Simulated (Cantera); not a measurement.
Input: 1 mol MgCO₃, 3.1 mol O₂, 0.8 mol N₂, at 0.660 bar.

Method: chemical equilibrium by Gibbs-energy minimisation in Cantera with the NASA 1993 tables (ideal gas, pure condensed phases). Candidate condensed phases: C, Mg, MgCO₃, MgO; 28 gas species. Kinetics and transport are ignored. All values below are at 727 °C.

Base state: O₂ 0.633, CO₂ 0.204, N₂ 0.163, NO 2.47e-5 (mole fractions); condensed: MgO(s).

Task: What changes in the equilibrium state with this change: MgCO₃ replaced by CaCO₃?

Result: 
```
species               before    after
-------------------  -------  -------
O₂                     0.633    0.729
N₂                     0.163    0.188
CO₂                    0.204   0.0832
NO                   2.47e-5  2.85e-5
MgO(s), mol             1.00        0
CaCO₃(calcite), mol        0    0.646
CaO(s), mol                0    0.354
```
Further candidate phases: Ca, CaCO₃, CaO.
